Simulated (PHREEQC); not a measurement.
Solution (40 °C): 0.00021 mol Ag2SO4, 8.4e-05 mol KBr and 0.028 mol Na2SO4 per kg of water. Closed to the air; pH follows from the charge balance.

All values are PHREEQC results (ion-association model, wateq4f.dat), not measurements.

No solid was allowed to form.

Q: Estimate the pH, ionic strength.

A: pH 6.95; ionic strength 0.0788 mol/kgw.

Q: In which forms is K present?

A: K+ 92 %, KSO4- 8.0 % of the K.

The solution is supersaturated, for example in Bromyrite, so a real one may precipitate; this is no full list. Complexes and solids missing from the database can't appear. Away from 25 °C the constants follow the database's enthalpies or fits; those with neither stay at their 25 °C values.
